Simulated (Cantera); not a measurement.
Hydrocarbon pyrolysis for carbon deposition

An isothermal, constant-pressure homogeneous reactor starts with CH4 : N2 = 1 : 12 (molar parts), at 1450 K and 2.18 Torr.

Detailed kinetics in Cantera: GRI-Mech 3.0 (53 species, 325 reactions). GRI-Mech 3.0 stops at C3 and has no aromatics, soot or wall deposition, so with more carbon than oxygen in the feed, carbon stays in small species such as C2H2 where larger ones or solid carbon would form. Radical loss at walls, strong at low pressure, is not modelled.

| t (s) | x CH4 | x CH2 | x H | x C2H6 | x C2H4 |
|---|---|---|---|---|---|
| 3.00e-6 | 0.0769 | <1e-12 | 8.71e-11 | <1e-12 | <1e-12 |
| 1.09e-5 | 0.0769 | <1e-12 | 3.11e-10 | <1e-12 | <1e-12 |
| 3.93e-5 | 0.0769 | <1e-12 | 1.07e-9 | <1e-12 | <1e-12 |
| 0.000142 | 0.0769 | <1e-12 | 3.22e-9 | <1e-12 | <1e-12 |
| 0.000516 | 0.0769 | <1e-12 | 6.65e-9 | <1e-12 | <1e-12 |
| 0.00187 | 0.0769 | <1e-12 | 7.77e-9 | <1e-12 | <1e-12 |
| 0.00676 | 0.0769 | <1e-12 | 7.78e-9 | <1e-12 | 2.37e-12 |
| 0.0245 | 0.0769 | 1.18e-12 | 7.79e-9 | 2.80e-11 | 1.35e-10 |
| 0.0887 | 0.0769 | 1.39e-11 | 7.91e-9 | 1.18e-9 | 6.65e-9 |
| 0.321 | 0.0769 | 1.75e-10 | 9.49e-9 | 3.88e-8 | 3.17e-7 |
| 1.16 | 0.0768 | 2.12e-9 | 3.08e-8 | 7.85e-7 | 1.42e-5 |
| 4.21 | 0.0754 | 2.05e-8 | 4.34e-7 | 9.19e-6 | 0.000489 |
| 15.3 | 0.0592 | 4.02e-8 | 5.56e-6 | 1.36e-5 | 0.00160 |
| 55.2 | 0.0322 | 2.34e-8 | 1.40e-5 | 3.70e-6 | 0.000286 |
| 200 | 0.00984 | 1.29e-8 | 2.75e-5 | 5.05e-7 | 3.30e-5 |
x: mole fraction; the columns are a selection and need not sum to one.

Equilibrium at this temperature and pressure: CH4 1.65e-5, CH2 7.52e-11, H 5.79e-5, C2H6 7.03e-12, C2H4 1.77e-6 (gas phase only).
